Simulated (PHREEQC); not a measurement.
Consider water at 6.8 °C with 0.066 mol NH4HF2, 0.025 mol (NH4)2SiF6 and 0.029 mol H2SO4 per kg of water. Closed to the air; pH follows from the charge balance.

All values are PHREEQC results (ion-association model, wateq4f.dat), not measurements.

No solid was allowed to form.

**Question.** Order these S species by the share of S that they hold, largest first: HSO4-, SO4-2, NH4SO4-.

**Answer.** SO4-2 (61 %), NH4SO4- (28 %), HSO4- (10 %)

The pH is 2.24 and the ionic strength 0.158 mol/kgw. Complexes and solids missing from the database can't appear. wateq4f.dat counts part of the HF as a dimer, H2F2, which phreeqc.dat doesn't know; its constant is uncertain. Away from 25 °C the constants follow the database's enthalpies or fits; those with neither stay at their 25 °C values. SiF6-2 is the database's only silicon fluoride.
